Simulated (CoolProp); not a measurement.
Vapour-liquid equilibrium of propane (1) + isobutene (2) at 1050 kPa; x and y are mole fractions of (1).

Values from CoolProp's multi-fluid Helmholtz-energy mixture model, Lemmon 2009 and Lemmon 2005; pair parameters Bell 2016.

```csv
x,"bubble temperature, mixture model (°C)","bubble temperature, Raoult's law (°C)","y, mixture model","y, Raoult's law"
0.05,68.8,69.4,0.113,0.122
0.15,62.0,63.0,0.294,0.321
0.25,56.4,57.3,0.433,0.477
0.35,51.7,52.3,0.546,0.600
0.45,47.5,47.7,0.642,0.698
0.55,43.7,43.6,0.725,0.779
0.65,40.1,39.8,0.800,0.844
0.75,36.7,36.4,0.866,0.899
0.85,33.5,33.2,0.925,0.945
0.95,30.4,30.3,0.977,0.983
```

The largest gap from Raoult's law is -1.0 K in bubble temperature, at x = 0.15. No azeotrope shows between x = 0.05 and 0.95.

The pair parameters rest on a limited set of measurements; away from them the model extrapolates. The gap from Raoult's law changes sign with composition, which may be real or a fault of the pair parameters; it wasn't checked against measurements.
